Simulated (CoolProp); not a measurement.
Values from CoolProp's reference Helmholtz-energy equation of state, Platzer 1990. This equation is an older, rougher fit.

**Question.** For CF4 (R14), give the phase and the cp (kJ/(kg K)), viscosity (µPa s) at 247.4 K and 1.01 bar; 275.8 K and 1.01 bar.

**Answer.** 
- 247.4 K and 1.01 bar: gas; cp 0.618, viscosity 14.6
- 275.8 K and 1.01 bar: gas; cp 0.663, viscosity 16.1

Viscosity comes from a separate model (Huber 2003), an estimate that may be off by 10 % or more.
